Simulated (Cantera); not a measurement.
An isothermal, constant-pressure homogeneous reactor starts with CH4 : H2 = 1 : 81 (molar parts), at 1450 K and 0.0267 bar. Integrator tolerance rtol = 1e-08.

Model: GRI-Mech 3.0 (53 species, 325 reactions), integrated in Cantera. GRI-Mech 3.0 stops at C3 and has no aromatics, soot or wall deposition, so with more carbon than oxygen in the feed, carbon stays in small species such as C2H2 where larger ones or solid carbon would form. Radical loss at walls, strong at low pressure, is not modelled.

Q: What does this change do: pressure from 0.0267 bar to 0.00330 bar?

A: 
```json
[
 {"quantity": "x(CH4) at 30.0 s", "before": "0.0110 (gas-phase equilibrium 0.00266)", "after": "0.0117 (gas-phase equilibrium 0.000369)"},
 {"quantity": "x(H2) at 30.0 s", "before": "0.988 (gas-phase equilibrium 0.993)", "after": "0.988 (gas-phase equilibrium 0.994)"},
 {"quantity": "x(C2H4) at 30.0 s", "before": "1.00e-5 (gas-phase equilibrium 5.82e-5)", "after": "4.82e-6 (gas-phase equilibrium 9.04e-6)"},
 {"quantity": "x(C2H2) at 30.0 s", "before": "0.000598 (gas-phase equilibrium 0.00465)", "after": "0.000236 (gas-phase equilibrium 0.00583)"},
 {"quantity": "x(CH3) at 30.0 s", "before": "1.20e-5 (gas-phase equilibrium 3.13e-6)", "after": "3.32e-5 (gas-phase equilibrium 1.24e-6)"},
 {"quantity": "x(CH2) at 30.0 s", "before": "5.02e-10 (gas-phase equilibrium 1.42e-10)", "after": "3.56e-9 (gas-phase equilibrium 1.59e-10)"},
 {"quantity": "x(C2H) at 30.0 s", "before": "4.45e-11 (gas-phase equilibrium 3.72e-10)", "after": "4.55e-11 (gas-phase equilibrium 1.32e-9)"}
]
```
